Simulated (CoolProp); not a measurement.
A closed Brayton cycle with carbon dioxide: compressor inlet 330.15 K and 8.9 MPa, high pressure 19.2 MPa, turbine inlet 770 K, compressor efficiency 0.85, turbine efficiency 0.93, recuperator effectiveness 0.9 (on enthalpy, no pinch check). Each further row changes one setting.

Values from CoolProp's reference Helmholtz-energy equation of state, Span 1996.

| case | thermal efficiency (%) | net work (kJ/kg) | compressor to turbine work | compressor exit (K) | turbine exit (K) |
|---|---|---|---|---|---|
| as stated | 30.4 | 59.8 | 0.39 | 394.0 | 678.3 |
| turbine inlet 720 K | 28.5 | 52.5 | 0.42 | 394.0 | 631.8 |
| compressor inlet 340.15 K | 29.4 | 54.9 | 0.44 | 408.7 | 678.3 |
| high pressure 16.3 MPa | 28.6 | 49.2 | 0.37 | 380.1 | 697.5 |
| recuperator effectiveness 0.5 | 18.2 | 59.8 | 0.39 | 394.0 | 678.3 |
